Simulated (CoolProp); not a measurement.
20 sccm (0 °C, 1 atm) of nitrogen bubbles through liquid octamethyltrisiloxane (MDM) at 324.2 K and leaves saturated at a total pressure of 0.0263 MPa (ideal gas phase). Each further row changes one setting.

The numbers come from the reference Helmholtz-energy equation of state, Thol 2017 in CoolProp.

```csv
case,vapour pressure (kPa),mole fraction of vapour,delivery (mg/min),delivery (sccm),change of delivery for a bath 1 K warmer (%)
as stated,2.31,0.0879,20.3,1.93,5.9
bath temperature 329.2 K,2.99,0.114,27.1,2.57,5.9
total pressure 0.0526 MPa,2.31,0.0439,9.70,0.919,5.7
```
